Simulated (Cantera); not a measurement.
Input: 1 mol Si3N4, 0.066 mol O2, 590 mol H2, held at 2000 K and 7.40 bar.

Cantera equilibrium calculation (NASA polynomials, part measured and part estimated; ideal gas, pure solids and liquids). Candidate condensed phases: H2O, Si, SiO2, Si2N2O, Si3N4; 35 gas species. Gases not in the tables: Si2H6 and higher silanes. The numbers say what is thermodynamically allowed, not how fast it happens.

Q: What is the equilibrium state?

A: 
* **x(H2)**: 0.996
* **x(N2)**: 0.00337
* **x(H)**: 0.000597
* **x(SiO)**: 0.000222
* **x(SiH2)**: 0.000106
* **x(SiH)**: 1.08e-5
* **x(NH3)**: 8.58e-6
* **x(SiH4)**: 6.97e-6
* **x(Si)**: 5.88e-6
* **n(Si(l))**: 2.79 mol
* **gas amount**: 592.3 mol
